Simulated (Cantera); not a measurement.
Input: 1 mol B, 0.17 mol NH3, at 2223 K and 0.133 bar.

Cantera equilibrium calculation (NASA polynomials, part measured and part estimated; ideal gas, pure solids and liquids). Candidate condensed phases: B, BN; 15 gas species. Mutual solubility and eutectic melting of coexisting phases are not modelled. The tables' values for BH2 are old estimates; treat these amounts as uncertain. Gases not in the tables: B2H6 and higher boranes. Kinetics and transport are ignored.

Q: What is the equilibrium state?

A: 
```json
{
 "x(H2)": "0.964",
 "x(N2)": "0.0176",
 "x(H)": "0.0172",
 "x(BH2)": "0.00142",
 "x(B)": "2.80e-5",
 "x(BH3)": "2.07e-5",
 "x(BH)": "1.10e-5",
 "n(B(s))": "0.839 mol",
 "n(BN(s))": "0.161 mol",
 "gas_amount": "0.2619 mol"
}
```
